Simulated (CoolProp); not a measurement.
Saturation properties of R1234ze(Z).

The numbers come from the reference Helmholtz-energy equation of state, Akasaka 2019 in CoolProp.

```json
[
 {"T (K)": "318.7", "p (bar)": "3.431", "liquid density (kg/m³)": "1167", "vapour density (kg/m³)": "16.65", "enthalpy of vaporisation (kJ/kg)": "192.8", "liquid cp (kJ/(kg K))": "1.339"},
 {"T (K)": "325.3", "p (bar)": "4.158", "liquid density (kg/m³)": "1148", "vapour density (kg/m³)": "20.12", "enthalpy of vaporisation (kJ/kg)": "188.0", "liquid cp (kJ/(kg K))": "1.362"},
 {"T (K)": "331.9", "p (bar)": "4.997", "liquid density (kg/m³)": "1128", "vapour density (kg/m³)": "24.16", "enthalpy of vaporisation (kJ/kg)": "183.1", "liquid cp (kJ/(kg K))": "1.386"},
 {"T (K)": "338.6", "p (bar)": "5.974", "liquid density (kg/m³)": "1107", "vapour density (kg/m³)": "28.93", "enthalpy of vaporisation (kJ/kg)": "177.7", "liquid cp (kJ/(kg K))": "1.413"},
 {"T (K)": "345.2", "p (bar)": "7.073", "liquid density (kg/m³)": "1085", "vapour density (kg/m³)": "34.40", "enthalpy of vaporisation (kJ/kg)": "172.2", "liquid cp (kJ/(kg K))": "1.442"},
 {"T (K)": "351.8", "p (bar)": "8.318", "liquid density (kg/m³)": "1062", "vapour density (kg/m³)": "40.74", "enthalpy of vaporisation (kJ/kg)": "166.3", "liquid cp (kJ/(kg K))": "1.473"},
 {"T (K)": "358.5", "p (bar)": "9.743", "liquid density (kg/m³)": "1038", "vapour density (kg/m³)": "48.23", "enthalpy of vaporisation (kJ/kg)": "160.0", "liquid cp (kJ/(kg K))": "1.510"},
 {"T (K)": "365.1", "p (bar)": "11.32", "liquid density (kg/m³)": "1013", "vapour density (kg/m³)": "56.82", "enthalpy of vaporisation (kJ/kg)": "153.3", "liquid cp (kJ/(kg K))": "1.551"},
 {"T (K)": "371.8", "p (bar)": "13.11", "liquid density (kg/m³)": "986.1", "vapour density (kg/m³)": "67.04", "enthalpy of vaporisation (kJ/kg)": "146.0", "liquid cp (kJ/(kg K))": "1.600"},
 {"T (K)": "378.4", "p (bar)": "15.08", "liquid density (kg/m³)": "957.6", "vapour density (kg/m³)": "78.88", "enthalpy of vaporisation (kJ/kg)": "138.2", "liquid cp (kJ/(kg K))": "1.660"}
]
```

It boils at 282.9 K under 1 atm.
